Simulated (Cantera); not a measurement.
Input (Python, Cantera):

```python
import numpy as np
import cantera as ct

gas = ct.Solution("gri30.yaml", transport_model="multicomponent")
show = ['H2', 'N2', 'CH4']

rows = []
print(f"{'T/K':>7s}{'rho':>11s}{'cp':>10s}{'mu':>11s}{'lambda':>11s}{'Pr':>7s}" + "".join(f"{'D_' + s:>11s}" for s in show))
for T in [400, 500, 600, 700, 800, 900, 1000]:
    gas.TPX = T, 31000, {'CH4': 0.68, 'CH3OH': 0.55, 'H2O': 0.91, 'C2H6': 0.16}
    Pr = gas.cp_mass * gas.viscosity / gas.thermal_conductivity
    D = [gas.mix_diff_coeffs_mole[gas.species_index(s)] for s in show]
    rows.append([gas.density, gas.cp_mass, gas.viscosity, gas.thermal_conductivity, Pr, *D])
    print(f"{T:7g}{gas.density:11.4e}{gas.cp_mass:10.1f}{gas.viscosity:11.4e}"
          f"{gas.thermal_conductivity:11.4e}{Pr:7.3f}" + "".join(f"{d:11.4e}" for d in D))
print("SI units: kg/m3, J/kg/K, Pa s, W/m/K, m2/s")
```

Output:

```
    T/K        rho        cp         mu     lambda     Pr       D_H2       D_N2      D_CH4
    400 2.0157e-01    1959.1 1.3768e-05 3.9567e-02  0.682 4.0004e-04 1.0999e-04 1.0965e-04
    500 1.6125e-01    2188.3 1.7047e-05 5.4209e-02  0.688 5.9030e-04 1.6501e-04 1.6718e-04
    600 1.3438e-01    2417.6 2.0206e-05 7.0269e-02  0.695 8.0771e-04 2.2835e-04 2.3410e-04
    700 1.1518e-01    2628.0 2.3240e-05 8.7046e-02  0.702 1.0504e-03 2.9936e-04 3.0964e-04
    800 1.0078e-01    2813.5 2.6154e-05 1.0404e-01  0.707 1.3169e-03 3.7756e-04 3.9317e-04
    900 8.9586e-02    2980.5 2.8955e-05 1.2117e-01  0.712 1.6062e-03 4.6254e-04 4.8421e-04
   1000 8.0627e-02    3148.1 3.1652e-05 1.3899e-01  0.717 1.9171e-03 5.5399e-04 5.8236e-04
SI units: kg/m3, J/kg/K, Pa s, W/m/K, m2/s
```

Detailed kinetics in Cantera: GRI-Mech 3.0 (53 species, 325 reactions). Polar gases are described roughly by these parameters.
